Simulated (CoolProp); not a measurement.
Vapour pressure (MPa) of nitrogen: the reference equation beside estimates from Tc = 126.2 K, pc = 3.396 MPa, ω = 0.037. Clausius-Clapeyron is anchored at 89.2 K with a constant enthalpy of vaporisation of 5.094 kJ/mol.

The numbers come from the reference Helmholtz-energy equation of state, Span 2000 in CoolProp.

```tsv
T (K)	reference	Clausius-Clapeyron	Redlich-Kwong	Soave-Redlich-Kwong
86.6	0.2662	0.2737	0.2506	0.2658
89.2	0.3364	0.3364	0.3222	0.3366
91.8	0.4192	0.4086	0.4075	0.4204
94.3	0.5121	0.4877	0.5036	0.5145
96.9	0.6236	0.5806	0.6194	0.6278
99.5	0.7516	0.6849	0.7526	0.7580
102.1	0.8976	0.8011	0.9045	0.9065
104.6	1.056	0.9247	1.069	1.068
107.2	1.241	1.066	1.261	1.256
109.8	1.449	1.220	1.475	1.467
112.3	1.671	1.382	1.702	1.692
114.9	1.927	1.563	1.962	1.950
117.5	2.210	1.759	2.248	2.235
```

Absolute difference from the reference over all 13 rows, mean and median: Clausius-Clapeyron 10.4 and 10.8 %, Redlich-Kwong 2.0 and 1.7 %, Soave-Redlich-Kwong 0.8 and 1.0 %.
